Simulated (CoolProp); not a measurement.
Vapour-liquid equilibrium of n-hexane (1) + dimethyl carbonate (2) at 56.85 °C; x and y are mole fractions of (1).

Model: multi-fluid Helmholtz-energy mixture model, Thol 2019 and Zhou 2011; pair parameters Bell 2016, in CoolProp.

```json
[
 {"x": "0.05", "bubble pressure (bar)": "0.4484", "y at the bubble point": "0.340", "dew pressure at overall composition x (bar)": "0.3234", "liquid density (mol/L)": "11.02"},
 {"x": "0.125", "bubble pressure (bar)": "0.5769", "y at the bubble point": "0.513", "dew pressure at overall composition x (bar)": "0.3488", "liquid density (mol/L)": "10.58"},
 {"x": "0.2", "bubble pressure (bar)": "0.6475", "y at the bubble point": "0.585", "dew pressure at overall composition x (bar)": "0.3783", "liquid density (mol/L)": "10.17"},
 {"x": "0.275", "bubble pressure (bar)": "0.6867", "y at the bubble point": "0.622", "dew pressure at overall composition x (bar)": "0.4131", "liquid density (mol/L)": "9.789"},
 {"x": "0.35", "bubble pressure (bar)": "0.7094", "y at the bubble point": "0.645", "dew pressure at overall composition x (bar)": "0.4545", "liquid density (mol/L)": "9.435"},
 {"x": "0.425", "bubble pressure (bar)": "0.7237", "y at the bubble point": "0.661", "dew pressure at overall composition x (bar)": "0.5044", "liquid density (mol/L)": "9.105"},
 {"x": "0.5", "bubble pressure (bar)": "0.7340", "y at the bubble point": "0.676", "dew pressure at overall composition x (bar)": "0.5649", "liquid density (mol/L)": "8.799"},
 {"x": "0.575", "bubble pressure (bar)": "0.7421", "y at the bubble point": "0.692", "dew pressure at overall composition x (bar)": "0.6373", "liquid density (mol/L)": "8.515"},
 {"x": "0.65", "bubble pressure (bar)": "0.7485", "y at the bubble point": "0.712", "dew pressure at overall composition x (bar)": "0.7142", "liquid density (mol/L)": "8.251"},
 {"x": "0.725", "bubble pressure (bar)": "0.7521", "y at the bubble point": "0.738", "dew pressure at overall composition x (bar)": "0.7509", "liquid density (mol/L)": "8.007"},
 {"x": "0.8", "bubble pressure (bar)": "0.7509", "y at the bubble point": "0.776", "dew pressure at overall composition x (bar)": "0.7474", "liquid density (mol/L)": "7.780"},
 {"x": "0.875", "bubble pressure (bar)": "0.7409", "y at the bubble point": "0.831", "dew pressure at overall composition x (bar)": "0.7290", "liquid density (mol/L)": "7.569"},
 {"x": "0.95", "bubble pressure (bar)": "0.7161", "y at the bubble point": "0.916", "dew pressure at overall composition x (bar)": "0.7047", "liquid density (mol/L)": "7.374"}
]
```

y crosses x between x = 0.725 and 0.8: the model has an azeotrope there.

Pair parameters are fitted to limited data, so mixtures are less certain than the pure fluids. With so large a gap from Raoult's law the liquid may split in two, which this calculation doesn't test in full.
